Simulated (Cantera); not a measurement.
## Adiabatic ignition

An adiabatic, constant-pressure homogeneous reactor starts with CO : H₂ : O₂ : N₂ : H₂O = 1 : 0.98 : 2.36 : 8.86 : 0.52 (molar parts), at 1025 K and 5.00 bar.

Detailed kinetics in Cantera: GRI-Mech 3.0 (53 species, 325 reactions). The hydrogen kinetics of GRI-Mech 3.0 are dated; newer H2 mechanisms differ, most at raised pressure.

| t (s) | T (K) | x CO | x H₂ | x O₂ | x H₂O₂ | x CO₂ | x OH |
|---|---|---|---|---|---|---|---|
| 1.00e-6 | 1025 | 0.0729 | 0.0714 | 0.172 | <1e-12 | 1.27e-10 | 1.55e-11 |
| 2.63e-6 | 1025 | 0.0729 | 0.0714 | 0.172 | <1e-12 | 3.66e-10 | 2.97e-11 |
| 6.92e-6 | 1025 | 0.0729 | 0.0714 | 0.172 | 3.36e-12 | 1.08e-9 | 3.89e-11 |
| 1.82e-5 | 1025 | 0.0729 | 0.0714 | 0.172 | 2.88e-11 | 3.34e-9 | 4.69e-11 |
| 4.79e-5 | 1025 | 0.0729 | 0.0714 | 0.172 | 2.21e-10 | 1.17e-8 | 6.81e-11 |
| 0.000126 | 1025 | 0.0729 | 0.0714 | 0.172 | 1.67e-9 | 5.28e-8 | 1.33e-10 |
| 0.000331 | 1025 | 0.0729 | 0.0714 | 0.172 | 1.38e-8 | 3.34e-7 | 3.82e-10 |
| 0.000872 | 1025 | 0.0729 | 0.0714 | 0.172 | 1.87e-7 | 3.70e-6 | 2.24e-9 |
| 0.00229 | 1027 | 0.0728 | 0.0713 | 0.172 | 1.46e-5 | 0.000104 | 3.23e-8 |
| 0.00603 | 2089 | 0.000297 | 8.90e-5 | 0.107 | 2.11e-7 | 0.0782 | 0.00191 |
| 0.0159 | 2089 | 0.000289 | 8.80e-5 | 0.107 | 2.10e-7 | 0.0782 | 0.00190 |
| 0.0418 | 2088 | 0.000287 | 8.76e-5 | 0.107 | 2.10e-7 | 0.0782 | 0.00189 |
| 0.110 | 2086 | 0.000284 | 8.68e-5 | 0.107 | 2.08e-7 | 0.0782 | 0.00188 |
| 0.289 | 2083 | 0.000278 | 8.50e-5 | 0.106 | 2.05e-7 | 0.0782 | 0.00184 |
| 0.760 | 2078 | 0.000269 | 8.26e-5 | 0.105 | 2.01e-7 | 0.0782 | 0.00180 |
| 2.00 | 2076 | 0.000265 | 8.16e-5 | 0.104 | 1.99e-7 | 0.0782 | 0.00178 |
x: mole fraction; the columns are a selection and need not sum to one.

```json
{
  "time_of_steepest_temperature_rise": "5.73 ms",
  "temperature at 2.00 s": "2076 K",
  "equilibrium_temperature": "2076 K",
  "x(CO) at 2.00 s": "0.000265 (gas-phase equilibrium 0.000265)",
  "x(H₂) at 2.00 s": "8.16e-5 (gas-phase equilibrium 8.15e-5)",
  "x(O₂) at 2.00 s": "0.104 (gas-phase equilibrium 0.104)"
}
```
